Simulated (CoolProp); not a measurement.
Vapour-liquid equilibrium of R125 (1) + R227EA (2) at 0.0738 MPa; x and y are mole fractions of (1).

Computed with CoolProp (multi-fluid Helmholtz-energy mixture model, Lemmon 2005 and Lemmon 2016; pair parameters Bell 2016).

```
x      bubble temperature, mixture model (K)  bubble temperature, Raoult's law (K)  y, mixture model  y, Raoult's law
-----  -------------------------------------  ------------------------------------  ----------------  ---------------
0.05                                   246.8                                 246.6             0.168            0.178
0.125                                  242.8                                 242.6             0.364            0.378
0.2                                    239.3                                 239.1             0.510            0.522
0.275                                  236.2                                 236.1             0.619            0.630
0.35                                   233.5                                 233.4             0.704            0.712
0.425                                  231.1                                 231.1             0.769            0.777
0.5                                    229.0                                 228.9             0.821            0.828
0.575                                  227.0                                 227.0             0.863            0.869
0.65                                   225.3                                 225.3             0.898            0.902
0.725                                  223.7                                 223.7             0.926            0.930
0.8                                    222.2                                 222.2             0.950            0.954
0.875                                  220.9                                 220.9             0.971            0.973
0.95                                   219.6                                 219.6             0.989            0.990
```

The largest gap from Raoult's law is +0.2 K in bubble temperature, at x = 0.125. No azeotrope shows between x = 0.05 and 0.95.

Pair parameters are fitted to limited data, so mixtures are less certain than the pure fluids.
